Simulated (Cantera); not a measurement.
A closed system holds: 1 mol TEOS, 1.7 mol O₂, 0.71 mol NO, equilibrated at 673.15 K and 0.000540 bar.

These are equilibrium values from Cantera (NASA tables, ideal gas, pure condensed phases), not measurements of a reactor. Candidate condensed phases: C, C₆H₆, C₇H₈, C₈H₁₈, H₂O, Si, SiC, SiO₂, Si₂N₂O, Si₃N₄; 151 gas species. The feed counts by its element totals alone. Rates play no part.

Base state: H₂ 0.659, CO 0.133, CO₂ 0.127, H₂O 0.0513, N₂ 0.0255, CH₄ 0.00357 (mole fractions); condensed: C(graphite) + SiO₂(α-quartz).

**Question.** What changes in the equilibrium state with this change: NO from 0.71 to 0.25 mol?

**Answer.** 
```csv
species,before,after
H₂,0.659,0.686
CO,0.133,0.130
CO₂,0.127,0.120
N₂,0.0255,0.00931
H₂O,0.0513,0.0519
CH₄,0.00357,0.00386
"C(graphite), mol",4.32,4.60
"SiO₂(α-quartz), mol",1.00,1.00
```
